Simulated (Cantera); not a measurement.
## Si + HCl + H₂ (chlorosilane synthesis and conversion)

Charge: 1 mol Si, 0.52 mol HCl, 0.98 mol H₂, at 13000 Pa.

Equilibrium computed with Cantera from the NASA thermochemical tables; the gas is ideal and each condensed phase is pure. Candidate condensed phases: Si; 19 gas species. The tables' values for SiCl₃, SiCl are old estimates; treat these amounts as uncertain. Gases not in the tables: Si₂H₆ and higher silanes. Equilibrium is a limit: real reactors are often held back by kinetics, nucleation or transport.

| T (K) | x H₂ | x HCl | x SiCl₂ | x SiCl₄ | x SiHCl₃ | x SiCl₃ | x SiH₂Cl₂ | x H | n Si(s) | n Si(l) |
|---|---|---|---|---|---|---|---|---|---|---|
| 948 | 0.889 | 0.0110 | 0.000206 | 0.0718 | 0.0262 | 0.000662 | 0.000967 | 1.37e-9 | 0.864 | 0 |
| 1048 | 0.879 | 0.0252 | 0.00135 | 0.0676 | 0.0241 | 0.00223 | 0.000975 | 2.01e-8 | 0.868 | 0 |
| 1148 | 0.860 | 0.0486 | 0.00602 | 0.0584 | 0.0208 | 0.00564 | 0.000923 | 1.84e-7 | 0.873 | 0 |
| 1248 | 0.832 | 0.0794 | 0.0190 | 0.0427 | 0.0157 | 0.0106 | 0.000789 | 1.18e-6 | 0.875 | 0 |
| 1348 | 0.800 | 0.110 | 0.0426 | 0.0233 | 0.00960 | 0.0141 | 0.000576 | 5.74e-6 | 0.870 | 0 |
| 1448 | 0.775 | 0.131 | 0.0677 | 0.00883 | 0.00448 | 0.0127 | 0.000352 | 2.25e-5 | 0.862 | 0 |
| 1548 | 0.764 | 0.139 | 0.0840 | 0.00263 | 0.00177 | 0.00889 | 0.000194 | 7.46e-5 | 0.855 | 0 |
| 1648 | 0.759 | 0.141 | 0.0926 | 0.000763 | 0.000687 | 0.00566 | 0.000106 | 0.000215 | 0.851 | 0 |
| 1748 | 0.755 | 0.146 | 0.0941 | 0.000252 | 0.000286 | 0.00364 | 5.79e-5 | 0.000551 | 0 | 0.853 |
x: gas mole fraction; n: condensed amount in mol.

From 948 K to 1648 K the condensed part is Si(s). At 1748 K the condensed part is Si(l). The main Si-bearing gas is SiCl₄ at 948 K and SiCl₂ at 1748 K. The share of Si in condensed phases is highest at 1248 K (87.5 %) and lowest at 1648 K (85.1 %).
